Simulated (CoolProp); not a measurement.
Vapour-liquid equilibrium of ethane (1) + hydrogen chloride (2) at -41.65 °C; x and y are mole fractions of (1).

Values from CoolProp's multi-fluid Helmholtz-energy mixture model, Bücker 2006 and Thol 2018; pair parameters Bell 2016.

Q: Give the bubble pressure and the first vapour's composition at x = 0.2, 0.425, 0.725. Is there an azeotrope?

A: x = 0.2: 9.370 bar, y = 0.327; x = 0.425: 9.930 bar, y = 0.457; x = 0.725: 9.550 bar, y = 0.623. y crosses x between x = 0.425 and 0.5: the model has an azeotrope there.

Pair parameters are fitted to limited data, so mixtures are less certain than the pure fluids.
